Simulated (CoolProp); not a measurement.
A single-stage vapour-compression cycle with the fluid: evaporating at 296.15 K (dew point), condensing at 321.15 K (bubble point), superheat 2 K, subcooling 8 K, compressor efficiency 0.8, no pressure losses. The same conditions are run with several fluids, on thermodynamics alone (safety and materials aside).

The numbers come from the reference Helmholtz-energy equation of state of each fluid (sulfur dioxide: Gao 2016; n-hexane: Thol 2019; R1224YDZ: Akasaka 2023; R142b: Lemmon 2006; R125: Lemmon 2005; isohexane: Lemmon 2006) in CoolProp.

```csv
fluid,cooling COP,pressure ratio,discharge temperature (K),refrigerating effect (kJ/kg),volumetric capacity (kJ/m³)
sulfur dioxide,[?],2.17,360.6,336,3400
n-hexane,[?],2.72,321.1,[?],[?]
R1224YDZ,[?],2.27,322.9,147,1290
R142b,8.97,2.04,327.7,183,2580
R125,[?],1.85,327.3,90.6,[?]
isohexane,9.14,2.60,321.1,313,288
```

Problem. What belongs in the gaps?

Solution. 
- sulfur dioxide, cooling COP: 8.88
- n-hexane, cooling COP: 9.16
- n-hexane, refrigerating effect (kJ/kg): 332
- n-hexane, volumetric capacity (kJ/m³): 216
- R1224YDZ, cooling COP: 9.04
- R125, cooling COP: 7.82
- R125, volumetric capacity (kJ/m³): 7590

The compression ends wet for: n-hexane; isohexane.
